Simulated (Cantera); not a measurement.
Charge: 1 mol Si2Cl6, 0.072 mol Cl2, 72 mol N2, equilibrated at 1275 °C and 85000 Pa.

These are equilibrium values from Cantera (NASA tables, ideal gas, pure condensed phases), not measurements of a reactor. Candidate condensed phases: Si, Si3N4; 13 gas species. The feed counts by its element totals alone. The tables' values for SiCl3 are old estimates; treat these amounts as uncertain. The numbers say what is thermodynamically allowed, not how fast it happens.

Base state: N2 0.976, SiCl4 0.0152, SiCl3 0.00474, SiCl2 0.00413, Cl 1.80e-5 (mole fractions); condensed: Si3N4(s).

**Question.** What changes in the equilibrium state with this change: temperature from 1275 °C to 1025 °C?

**Answer.** 
```json
[
 {"species": "N2", "before": "0.976", "after": "0.979"},
 {"species": "SiCl4", "before": "0.0152", "after": "0.0205"},
 {"species": "SiCl3", "before": "0.00474", "after": "0.000512"},
 {"species": "SiCl2", "before": "0.00413", "after": "7.63e-5"},
 {"species": "Cl", "before": "1.80e-5", "after": "6.35e-7"},
 {"species": "Si3N4(s), mol", "before": "0.0750", "after": "0.151"}
]
```
N2 is the only nitrogen source here; it is nearly inert below about 1500 K, so the nitride shown seldom forms there in practice.
